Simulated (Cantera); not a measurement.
What does this Cantera script print?

```python
import numpy as np
import cantera as ct

gas = ct.Solution("gri30.yaml")
gas.TPX = 1175, 13332, {'N2O': 1, 'H2O': 0.13}
reactor = ct.IdealGasConstPressureReactor(gas, energy="off", clone=False)
net = ct.ReactorNet([reactor])
net.rtol, net.atol = 1e-08, 1e-18
show = ['N2O', 'H2O', 'O', 'NO2', 'NO', 'N2']
times = np.geomspace(6e-05, 4, 9)

steps = ct.SolutionArray(gas, extra=["t"])
rows = []
print(f"{'t/s':>10s}{'T/K':>9s}{'P/Pa':>11s}" + "".join(f"{s:>11s}" for s in show))
for t in times:
    while net.time < t:
        t_next = net.step()
        steps.append(gas.state, t=t_next)
    rows.append([np.interp(t, steps.t, y) for y in (steps.T, steps.P, *steps(*show).X.T)])
    print(f"{t:10.3e}{rows[-1][0]:9.1f}{rows[-1][1]:11.4g}" + "".join(f"{x:11.3e}" for x in rows[-1][2:]))
rate = np.gradient(steps.T, steps.t)
print("integrator steps:", len(steps.t))
if steps.T.max() > steps.T[0] + 200:
    print(f"time of steepest temperature rise: {steps.t[rate.argmax()]:.4e} s")
gas.TPX = 1175, 13332, {'N2O': 1, 'H2O': 0.13}
gas.equilibrate("TP")
print(f"equilibrium (TP): T = {gas.T:.1f} K  " + "  ".join(f"{s} {gas[s].X[0]:.3e}" for s in show))
```

Output:

```
       t/s      T/K       P/Pa        N2O        H2O          O        NO2         NO         N2
 6.000e-05   1175.0  1.333e+04  8.850e-01  1.150e-01  1.208e-06  5.471e-14  1.505e-07  2.813e-06
 2.405e-04   1175.0  1.333e+04  8.849e-01  1.150e-01  1.698e-06  1.117e-11  1.137e-06  1.386e-05
 9.641e-04   1175.0  1.333e+04  8.849e-01  1.150e-01  1.707e-06  3.586e-09  5.415e-06  6.035e-05
 3.865e-03   1175.0  1.333e+04  8.846e-01  1.150e-01  1.707e-06  5.292e-07  2.206e-05  2.535e-04
 1.549e-02   1175.0  1.333e+04  8.834e-01  1.150e-01  1.708e-06  1.216e-05  7.929e-05  1.045e-03
 6.210e-02   1175.0  1.333e+04  8.786e-01  1.148e-01  1.682e-06  9.206e-05  2.724e-04  4.235e-03
 2.489e-01   1175.0  1.333e+04  8.600e-01  1.140e-01  1.581e-06  3.397e-04  1.054e-03  1.672e-02
 9.979e-01   1175.0  1.333e+04  7.913e-01  1.113e-01  1.450e-06  6.372e-04  4.310e-03  6.263e-02
 4.000e+00   1175.0  1.333e+04  5.820e-01  1.030e-01  1.326e-06  6.478e-04  1.451e-02  2.027e-01
integrator steps: 986
equilibrium (TP): T = 1175.0 K  N2O 3.956e-09  H2O 7.975e-02  O 2.229e-08  NO2 1.450e-06  NO 1.725e-04  N2 6.134e-01
```

Detailed kinetics in Cantera: GRI-Mech 3.0 (53 species, 325 reactions). GRI-Mech 3.0 was tuned for natural gas; its chemistry of N2O as a main component is partial and can be far from experiment. The mechanism lacks the step 2 NO + O2 → 2 NO2, which can matter for NO2 below about 1400 K. The temperature is held fixed by assumption; the heat of reaction is taken as removed at once.
